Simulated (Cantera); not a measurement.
Feed: 1 mol Mg(OH)2, 0.02 mol CO2, 3.5 mol H2, at 1850 K and 17.0 Pa.

Cantera equilibrium calculation (NASA polynomials, part measured and part estimated; ideal gas, pure solids and liquids). Candidate condensed phases: C, C6H6, C7H8, C8H18, H2O, Mg, MgCO3, MgO, Mg(OH)2; 116 gas species. Kinetics and transport are ignored.

Base state: H2 0.695, H2O 0.240, H 0.0344, Mg 0.0253, CO 0.00390, OH 0.000879, CO2 0.000335, MgOH 8.20e-5 (mole fractions); condensed: MgO(s).

What changes in the equilibrium state with this change: temperature from 1850 K to 1298.15 K?


```json
[
 {"species": "H2", "before": "0.695", "after": "0.770"},
 {"species": "H2O", "before": "0.240", "after": "0.225"},
 {"species": "CO", "before": "0.00390", "after": "0.00379"},
 {"species": "H", "before": "0.0344", "after": "7.23e-5"},
 {"species": "Mg", "before": "0.0253", "after": "4.72e-8"},
 {"species": "MgOH", "before": "8.20e-5", "after": "<1e-9"},
 {"species": "O", "before": "3.32e-5", "after": "<1e-9"},
 {"species": "OH", "before": "0.000879", "after": "2.73e-7"},
 {"species": "CO2", "before": "0.000335", "after": "0.000631"},
 {"species": "MgO(s), mol", "before": "0.880", "after": "1.00"}
]
```

What changes in the equilibrium state with this change: temperature from 1850 K to 1500 K?


```json
[
 {"species": "H2", "before": "0.695", "after": "0.769"},
 {"species": "H2O", "before": "0.240", "after": "0.225"},
 {"species": "CO", "before": "0.00390", "after": "0.00397"},
 {"species": "H", "before": "0.0344", "after": "0.00118"},
 {"species": "Mg", "before": "0.0253", "after": "2.02e-5"},
 {"species": "O", "before": "3.32e-5", "after": "1.32e-8"},
 {"species": "MgOH", "before": "8.20e-5", "after": "1.48e-7"},
 {"species": "MgO(s), mol", "before": "0.880", "after": "1.000"}
]
```

What changes in the equilibrium state with this change: 0.11 mol H2S added?


| species | before | after |
|---|---|---|
| H2 | 0.695 | 0.697 |
| H2O | 0.240 | 0.215 |
| H | 0.0344 | 0.0345 |
| SO | 0 | 0.00728 |
| SO2 | 0 | 0.00557 |
| Mg | 0.0253 | 0.0284 |
| S | 0 | 0.00359 |
| S2 | 0 | 0.00181 |
| SH | 0 | 0.00177 |
| H2S | 0 | 0.000355 |
| MgS | 0 | 2.98e-5 |
| MgO(s), mol | 0.880 | 0.859 |
Further candidate phases: H2SO4, MgS, MgSO4, S.
